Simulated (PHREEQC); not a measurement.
Make-up at 25 °C: 0.0073 mol/kgw ZnSO4, 0.02 mol/kgw H3AsO4, 0.0088 mol/kgw NaH2PO4 and 0.49 mol/kgw NaCl. Closed to the air; pH follows from the charge balance.

Equilibrium calculation in PHREEQC: ion-association model, wateq4f.dat.

No solid was allowed to form.

Question: Order these Zn species by the share of Zn that they hold, largest first: ZnCl2, ZnCl+, Zn+2, ZnSO4, ZnCl3-.

Answer: Zn+2 (68 %), ZnCl+ (22 %), ZnCl2 (4.0 %), ZnSO4 (2.9 %), ZnCl3- (2.5 %)

The pH is 2.23 and the ionic strength 0.525 mol/kgw. Complexes and solids missing from the database can't appear. H3PO4, which wateq4f.dat lacks, is added to it with the constant of phreeqc.dat. The database has no phosphate complexes of Zn. The database has no arsenate complexes of Zn.
